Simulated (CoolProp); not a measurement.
Saturated liquid density (kg/m³) of n-undecane: the reference equation beside estimates from Tc = 638.8 K, pc = 19.90 bar, ω = 0.539. Rackett uses Z = 0.29056 − 0.08775 ω.

Computed with CoolProp (reference Helmholtz-energy equation of state, Aleksandrov 2011). It is a short technical equation, of lower accuracy than the large ones.

```
T (K)  reference  Rackett  Redlich-Kwong  Soave-Redlich-Kwong  Peng-Robinson
-----  ---------  -------  -------------  -------------------  -------------
437.9      626.6        ?              ?                533.0              ?
442.9      622.3    660.2          488.2                529.4          598.1
448        617.9    655.2          484.1                525.6          594.0
453        613.6    650.2          480.0                521.8          589.9
458        609.2    645.2          475.8                517.9          585.7
463.1      604.6    640.1          471.5                513.9          581.2
468.1      600.1    635.0          467.2                509.8          576.8
473.1          ?    629.8              ?                    ?          572.2
478.2      590.8    624.4          458.2                501.2          567.4
```

Task: Fill in the missing entries.

Result: 
- 437.9, Rackett: 665.0
- 437.9, Redlich-Kwong: 492.1
- 437.9, Peng-Robinson: 602.0
- 473.1, reference: 595.5
- 473.1, Redlich-Kwong: 462.8
- 473.1, Soave-Redlich-Kwong: 505.6

Absolute difference from the reference over all 9 rows, mean and median: Rackett 5.9 and 5.9 %, Redlich-Kwong 21.9 and 21.9 %, Soave-Redlich-Kwong 15.0 and 15.0 %, Peng-Robinson 3.9 and 3.9 %.
